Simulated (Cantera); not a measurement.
An isothermal, constant-pressure homogeneous reactor starts with CO : O2 : H2O : N2 = 0.0015 : 0.0047 : 0.0086 : 1 (molar parts), at 1400 K and 0.133 bar.

Model: GRI-Mech 3.0 (53 species, 325 reactions), integrated in Cantera.

x: mole fraction; the columns are a selection and need not sum to one.

```
t (s)        x CO     x O2    x H2O      x H2O2      x OH     x HO2
--------  -------  -------  -------  ----------  --------  --------
1.00e-6   0.00148  0.00463  0.00847      <1e-12    <1e-12    <1e-12
2.82e-6   0.00148  0.00463  0.00847      <1e-12    <1e-12    <1e-12
7.95e-6   0.00148  0.00463  0.00847      <1e-12  1.32e-12  1.29e-12
2.24e-5   0.00148  0.00463  0.00847      <1e-12  3.83e-12  3.63e-12
6.31e-5   0.00148  0.00463  0.00847      <1e-12  1.17e-11  1.02e-11
0.000178  0.00148  0.00463  0.00847      <1e-12  3.97e-11  2.85e-11
0.000502  0.00148  0.00463  0.00847      <1e-12  1.61e-10  7.79e-11
0.00141   0.00148  0.00463  0.00847      <1e-12  7.99e-10  2.03e-10
0.00399   0.00148  0.00463  0.00847      <1e-12   5.32e-9  4.76e-10
0.0112    0.00148  0.00463  0.00847    1.26e-12   1.27e-7   1.51e-9
0.0317    0.00125  0.00450  0.00836  (withheld)   9.16e-5   9.73e-8
0.0893    9.16e-5  0.00395  0.00809  (withheld)  0.000183   1.18e-7
0.252     2.50e-5  0.00389  0.00836  (withheld)  0.000100   7.78e-8
0.710     4.61e-6  0.00389  0.00845  (withheld)   4.30e-5   2.58e-8
2.00      8.40e-7  0.00389  0.00847    2.34e-10   1.88e-5   5.69e-9
```

Problem. Complete the blanks.

Solution. 
- 0.0317, x H2O2: 3.79e-9
- 0.0893, x H2O2: 1.04e-8
- 0.252, x H2O2: 4.48e-9
- 0.710, x H2O2: 1.08e-9
